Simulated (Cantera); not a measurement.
Charge: 1 mol Cu, 0.0035 mol O₂, 2.8 mol N₂, equilibrated at 0.000120 bar.

Equilibrium computed with Cantera from the NASA thermochemical tables; the gas is ideal and each condensed phase is pure. Candidate condensed phases: Cu, CuO, Cu₂O; 12 gas species. Mutual solubility and eutectic melting of coexisting phases are not modelled. Kinetics and transport are ignored.

Task: Which condensed phases are stable at each of these points (T (°C)): 575, 625, 675, 725, 775, 825, 875, 925, 975, 1025, 1075?

Result: 
```
T (°C)  condensed phases  Cu condensed (%)
------  ----------------  ----------------
575      Cu(s) + Cu₂O(s)             100.0
625      Cu(s) + Cu₂O(s)             100.0
675      Cu(s) + Cu₂O(s)             100.0
725      Cu(s) + Cu₂O(s)             100.0
775      Cu(s) + Cu₂O(s)             100.0
825      Cu(s) + Cu₂O(s)             100.0
875      Cu(s) + Cu₂O(s)             100.0
925      Cu(s) + Cu₂O(s)             100.0
975                Cu(s)              99.9
1025               Cu(s)              99.6
1075               Cu(s)              98.9
```

From 575 °C to 925 °C the condensed part is Cu(s) + Cu₂O(s). From 975 °C to 1075 °C the condensed part is Cu(s).
